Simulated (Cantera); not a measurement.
Input: 1 mol borazine, 23 mol H₂, 0.37 mol N₂, 7.4 mol O₂, at 1425 K and 24.0 Torr.

Equilibrium computed with Cantera from the NASA thermochemical tables; the gas is ideal and each condensed phase is pure. Candidate condensed phases: B, BN, B₂O₃, B₃O₃H₃, H₂O; 39 gas species. The feed counts by its element totals alone. Gases not in the tables: H₃BO₃. Kinetics and transport are ignored.

Base state: H₂ 0.552, H₂O 0.342, N₂ 0.0658, HBO₂ 0.0393, (HBO₂)₃ 0.000203, B₂O₃ 0.000134, H 2.83e-5, HBO 2.12e-5 (mole fractions); condensed: B₂O₃(l).

### Question
What changes in the equilibrium state with this change: pressure from 24.0 Torr to 10.0 Torr?

### Answer
```json
[
 {"species": "H₂", "before": "0.552", "after": "0.546"},
 {"species": "H₂O", "before": "0.342", "after": "0.328"},
 {"species": "N₂", "before": "0.0658", "after": "0.0651"},
 {"species": "HBO₂", "before": "0.0393", "after": "0.0597"},
 {"species": "B₂O₃", "before": "0.000134", "after": "0.000322"},
 {"species": "(HBO₂)₃", "before": "0.000203", "after": "0.000123"},
 {"species": "HBO", "before": "2.12e-5", "after": "3.32e-5"},
 {"species": "H", "before": "2.83e-5", "after": "4.37e-5"},
 {"species": "B₂O₃(l), mol", "before": "0.928", "after": "0.628"}
]
```
